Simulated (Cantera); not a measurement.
Equilibrium for carbon deposition, reforming and gasification: C3H8 + NH3

Feed: 1 mol C3H8, 0.26 mol NH3, held at 1550 °C and 76.0 Pa.

Equilibrium computed with Cantera from the NASA thermochemical tables; the gas is ideal and each condensed phase is pure. Candidate condensed phases: C, C6H6, C7H8, C8H18; 92 gas species. The numbers say what is thermodynamically allowed, not how fast it happens.

- x(H2): 0.955
- x(N2): 0.0280
- x(H): 0.0154
- x(HCN): 0.00112
- x(C2H2 (acetylene)): 0.000202
- x(HNC): 4.48e-5
- n(C(graphite)): 2.99 mol
- gas amount: 4.555 mol
